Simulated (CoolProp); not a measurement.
A single-stage vapour-compression cycle with R227EA: evaporating at 219.15 K (dew point), condensing at 241.15 K (bubble point), superheat 10 K, subcooling 0 K, compressor efficiency 0.7, no pressure losses. Each further row changes one setting.

Model: reference Helmholtz-energy equation of state, Lemmon 2016, in CoolProp.

```json
[
 {"case": "as stated", "cooling COP": "6.40", "pressure ratio": "3.46", "discharge temperature (K)": "259.0", "refrigerating effect (kJ/kg)": "131", "volumetric capacity (kJ/m³)": "167"},
 {"case": "evaporating temperature 224.15 K", "cooling COP": "8.66", "pressure ratio": "2.54", "discharge temperature (K)": "256.8", "refrigerating effect (kJ/kg)": "134", "volumetric capacity (kJ/m³)": "228"},
 {"case": "condensing temperature 236.15 K", "cooling COP": "8.46", "pressure ratio": "2.67", "discharge temperature (K)": "252.8", "refrigerating effect (kJ/kg)": "136", "volumetric capacity (kJ/m³)": "173"},
 {"case": "subcooling 5 K", "cooling COP": "6.66", "pressure ratio": "3.46", "discharge temperature (K)": "259.0", "refrigerating effect (kJ/kg)": "136", "volumetric capacity (kJ/m³)": "173"},
 {"case": "superheat 20 K", "cooling COP": "6.45", "pressure ratio": "3.46", "discharge temperature (K)": "269.5", "refrigerating effect (kJ/kg)": "138", "volumetric capacity (kJ/m³)": "168"},
 {"case": "compressor efficiency 0.6", "cooling COP": "5.49", "pressure ratio": "3.46", "discharge temperature (K)": "263.6", "refrigerating effect (kJ/kg)": "131", "volumetric capacity (kJ/m³)": "167"}
]
```
